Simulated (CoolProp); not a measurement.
Properties of hexamethyldisiloxane (MM) along the isobar 20.9 bar (Tc = 518.7 K, pc = 19.31 bar, ω = 0.418).

Model: reference Helmholtz-energy equation of state, Thol 2016, in CoolProp.

```tsv
T (K)	phase	density (kg/m³)	cv (kJ/(kg K))	speed of sound (m/s)	Joule-Thomson coefficient (K/MPa)	expansivity (1/kK)	fugacity coefficient
517.4	liquid	401.1	?	115.5	6.201	19.47	0.6043
523.5	supercritical	280.5	2.184	63.04	25.13	187.0	0.6347
529.6	supercritical	171.0	2.147	77.04	24.31	33.52	0.6555
535.6	supercritical	147.7	2.137	88.48	?	18.57	0.6720
541.7	supercritical	134.3	2.135	97.16	16.35	13.27	0.6870
547.8	supercritical	125.0	2.138	104.2	14.30	10.52	0.7008
553.8	supercritical	118.0	2.143	110.0	12.81	8.844	0.7134
559.9	supercritical	112.2	2.150	115.1	11.64	7.667	0.7253
566	supercritical	107.4	2.158	119.8	10.69	6.804	0.7366
572	supercritical	103.3	2.166	123.9	9.912	6.149	0.7471
578.1	supercritical	99.67	2.175	127.7	9.242	5.618	0.7573
584.2	supercritical	?	2.185	131.2	8.663	5.184	0.7669
590.2	supercritical	93.59	2.195	134.4	8.164	4.828	0.7759
596.3	supercritical	90.96	2.205	137.5	7.715	4.519	0.7846
602.4	supercritical	88.56	2.215	140.4	7.314	4.254	0.7930
```

### Question
Complete the blanks.

### Answer

- 517.4, cv (kJ/(kg K)): 2.124
- 535.6, Joule-Thomson coefficient (K/MPa): 19.38
- 584.2, density (kg/m³): 96.44
